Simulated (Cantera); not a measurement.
A perfectly stirred reactor is fed with NH3 : N2 = 1 : 1.5 (molar parts), at 0.0133 bar; it is held at 1550 K, and followed from long to short residence time.

Model: the gas-phase N/H chemistry of the illustrative SiF4/NH3 mechanism in the Surface Chemkin manual (1991), integrated in Cantera. Walls and surfaces, which speed up NH3 decomposition in real reactors, are not modelled.

**Question.** Predict: x(NH3) at τ = 16.0 s; x(NH2) at τ = 16.0 s; x(H2) at τ = 16.0 s; x(N2) at τ = 16.0 s; x(N2H2) at τ = 16.0 s; x(NH3) at τ = 28.0 ms; x(NH2) at τ = 28.0 ms; x(H2) at τ = 28.0 ms; x(N2) at τ = 28.0 ms; x(N2H2) at τ = 28.0 ms.

**Answer.** 
```json
{
  "x(NH3) at τ = 16.0 s": "0.369",
  "x(NH2) at τ = 16.0 s": "8.87e-5",
  "x(H2) at τ = 16.0 s": "0.0332",
  "x(N2) at τ = 16.0 s": "0.598",
  "x(N2H2) at τ = 16.0 s": "8.16e-7",
  "x(NH3) at τ = 28.0 ms": "0.400",
  "x(NH2) at τ = 28.0 ms": "5.45e-6",
  "x(H2) at τ = 28.0 ms": "2.86e-6",
  "x(N2) at τ = 28.0 ms": "0.600",
  "x(N2H2) at τ = 28.0 ms": "2.16e-9"
}
```
